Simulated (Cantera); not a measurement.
A closed system holds: 1 mol Pb, 0.31 mol CO, 0.17 mol N₂, held at 0.100 bar.

These are equilibrium values from Cantera (NASA tables, ideal gas, pure condensed phases), not measurements of a reactor. Candidate condensed phases: C, Pb, PbO, PbO₂, Pb₃O₄; 27 gas species. The numbers say what is thermodynamically allowed, not how fast it happens.

x: gas mole fraction; n: condensed amount in mol.

| T (K) | x CO | x N₂ | x Pb | x CO₂ | x Pb₂ | n C(graphite) | n Pb(l) |
|---|---|---|---|---|---|---|---|
| 1248 | 0.637 | 0.350 | 0.0130 | [?] | 7.75e-7 | 0.000195 | 0.994 |
| 1273 | 0.634 | 0.348 | 0.0184 | [?] | 1.38e-6 | 0.000141 | 0.991 |
| 1298 | 0.629 | 0.345 | 0.0256 | [?] | 2.39e-6 | 0.000103 | 0.987 |
| 1323 | 0.623 | 0.342 | 0.0352 | [?] | 4.07e-6 | 7.63e-5 | 0.983 |
| 1348 | 0.615 | 0.337 | 0.0478 | [?] | 6.77e-6 | 5.68e-5 | 0.976 |
| 1373 | 0.604 | 0.331 | 0.0641 | [?] | 1.11e-5 | 4.26e-5 | 0.967 |
| 1398 | 0.591 | 0.324 | 0.0852 | [?] | 1.77e-5 | 3.21e-5 | 0.955 |
| 1423 | 0.573 | 0.314 | 0.112 | [?] | 2.80e-5 | 0 | 0.939 |
| 1448 | 0.552 | 0.302 | 0.146 | [?] | 4.34e-5 | 0 | 0.918 |
| 1473 | 0.524 | 0.287 | 0.188 | [?] | 6.62e-5 | 0 | 0.889 |
| 1498 | 0.490 | 0.269 | 0.241 | [?] | 9.97e-5 | 0 | 0.848 |
| 1523 | 0.448 | 0.246 | 0.306 | [?] | 0.000148 | 0 | 0.789 |

Problem. What belongs in the gaps?

Solution. 
- 1248, x CO₂: 0.000401
- 1273, x CO₂: 0.000289
- 1298, x CO₂: 0.000210
- 1323, x CO₂: 0.000153
- 1348, x CO₂: 0.000113
- 1373, x CO₂: 8.30e-5
- 1398, x CO₂: 6.11e-5
- 1423, x CO₂: 4.48e-5
- 1448, x CO₂: 3.25e-5
- 1473, x CO₂: 2.33e-5
- 1498, x CO₂: 1.62e-5
- 1523, x CO₂: 1.09e-5
